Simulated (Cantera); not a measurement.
What does this Cantera script print?

```python
import numpy as np
import cantera as ct

gas_names = """
    C CN CO CO2 C2 CCN CNC C2N2 C2O C3 C3O2 C4 C4N2 C5 N NCO NO NO2 NO3 N2 N2O O O2 O3 Si SiC SiC2 SiN
    SiO SiO2 Si2 Si2C Si2N Si3
""".split()
cond_names = """
    C(gr) Si(cr) Si(L) SiC(b) SiO2(Lqz) SiO2(hqz) SiO2(L) Si2N2O(s) Si3N4(a)
""".split()


def load(file, names, dense=False):
    # The tables refer to 1 bar. Condensed volumes are neglected.
    table = {s.name: s for s in ct.Species.list_from_file(file)}
    out = []
    for n in names:
        d = dict(table[n].input_data)
        d["thermo"] = dict(d["thermo"], **{"reference-pressure": 1e5})
        if dense:
            d["equation-of-state"] = {"model": "constant-volume", "density": "1e6 g/cm^3"}
        out.append(ct.Species.from_dict(d))
    return out


gas = ct.Solution(thermo="ideal-gas", species=load("nasa_gas.yaml", gas_names))
cond = {s.name: ct.Solution(thermo="fixed-stoichiometry", species=[s], name=s.name)
        for s in load("nasa_condensed.yaml", cond_names, dense=True)}
atoms = {
    'Si3N4': {'Si': 3, 'N': 4},
    'CO2': {'C': 1, 'O': 2},
    'N2': {'N': 2},
}
top_T = {'C(gr)': 4500, 'SiC(b)': 3050, 'Si2N2O(s)': 2100, 'Si3N4(a)': 2400}  # K; cautious upper limits of use, not melting points


def equilibrate(T, P, feed):
    n = {}
    for name, mol in feed.items():
        for a, k in atoms[name].items():
            n[a] = n.get(a, 0.0) + k * mol
    gas.TPX = T, P, n
    mass = sum(n.values()) * gas.mean_molecular_weight
    gas.equilibrate("TP")
    valid = [c for c in cond.values() if c.min_temp <= T <= top_T.get(c.name, c.max_temp)]
    mix = ct.Mixture([(gas, mass / gas.mean_molecular_weight)] + [(c, 0.0) for c in valid])
    mix.T, mix.P = T, P
    mix.equilibrate("TP", solver="vcs", rtol=1e-11, max_steps=5000)
    return mix


results = []
feed = {'Si3N4': 1, 'CO2': 0.68, 'N2': 87}  # mol
T = 1848  # K
P = 1000  # Pa
mix = equilibrate(T, P, feed)
results.append((T, P, feed, dict(zip(mix.species_names, mix.species_moles))))
x = sorted(zip(gas.X, gas.species_names), reverse=True)
print(f"T = {T:g} K  P = {P:g} Pa  gas = {mix.phase_moles(0):.4g} mol")
print("   x: " + "  ".join(f"{s} {v:.3e}" for v, s in x if v > 0.001))
print("   condensed (mol): " + ("  ".join(f"{mix.phase(i).name} {mix.phase_moles(i):.4g}"
      for i in range(1, mix.n_phases) if mix.phase_moles(i) > 1e-12) or "none"))
```

Result:

```
T = 1848 K  P = 1000 Pa  gas = 90.42 mol
   x: N2 9.843e-01  SiO 1.319e-02  CO 1.847e-03
   condensed (mol): Si(L) 1.227  SiC(b) 0.5122
```

Method: chemical equilibrium by Gibbs-energy minimisation in Cantera with the NASA 1993 tables (ideal gas, pure condensed phases). Mutual solubility and eutectic melting of coexisting phases are not modelled. The tables' values for SiN are old estimates; treat these amounts as uncertain.
